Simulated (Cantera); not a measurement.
A perfectly stirred reactor is fed with NO : N2 = 1 : 4.5 (molar parts), at 12000 Pa; it is held at 2200 K, and followed from long to short residence time.

Cantera simulation using GRI-Mech 3.0 (53 species, 325 reactions); the numbers are that mechanism's predictions, not measurements.

Problem. Predict: x(NO) at τ = 1.30 s; x(N2) at τ = 1.30 s; x(O) at τ = 1.30 s; x(N2O) at τ = 1.30 s; x(O2) at τ = 1.30 s; x(NO) at τ = 6.10 ms; x(N2) at τ = 6.10 ms; x(O) at τ = 6.10 ms; x(N2O) at τ = 6.10 ms; x(O2) at τ = 6.10 ms.

Solution. 
| Quantity | Result |
|---|---|
| x(NO) at τ = 1.30 s | 0.0624 |
| x(N2) at τ = 1.30 s | 0.877 |
| x(O) at τ = 1.30 s | 0.00192 |
| x(N2O) at τ = 1.30 s | 1.67e-6 |
| x(O2) at τ = 1.30 s | 0.0587 |
| x(NO) at τ = 6.10 ms | 0.181 |
| x(N2) at τ = 6.10 ms | 0.818 |
| x(O) at τ = 6.10 ms | 0.000171 |
| x(N2O) at τ = 6.10 ms | 1.46e-5 |
| x(O2) at τ = 6.10 ms | 9.14e-5 |
